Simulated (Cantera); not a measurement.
Charge: 1 mol V₂O₅, 0.31 mol H₂, 65 mol N₂, equilibrated at 675 °C and 35.0 mbar.

Cantera equilibrium calculation (NASA polynomials, part measured and part estimated; ideal gas, pure solids and liquids). Candidate condensed phases: H₂O, V, VN, VO, V₂O₃, V₂O₄, V₂O₅; 28 gas species. Condensed phases not in the tables: the oxides between V₂O₃ and V₂O₅ other than VO₂. Gases not in the tables: V₄O₁₀. Equilibrium is a limit: real reactors are often held back by kinetics, nucleation or transport.

Base state: N₂ 0.993, H₂O 0.00474, O₂ 0.00243 (mole fractions); condensed: V₂O₄(s) + V₂O₅(l).

**Question.** What changes in the equilibrium state with this change: pressure from 35.0 mbar to 0.260 bar?

**Answer.** 
```csv
species,before,after
N₂,0.993,0.995
H₂O,0.00474,0.00475
O₂,0.00243,0.000327
"V₂O₄(s), mol",0.628,0.353
"V₂O₅(l), mol",0.372,0.647
```

**Question.** What changes in the equilibrium state with this change: temperature from 675 °C to 825 °C?

**Answer.** 
```csv
species,before,after
N₂,0.993,0.990
O₂,0.00243,0.00525
H₂O,0.00474,0.00472
NO,2.07e-6,1.48e-5
"V₂O₄(s), mol",0.628,1.00
"V₂O₅(l), mol",0.372,0
```
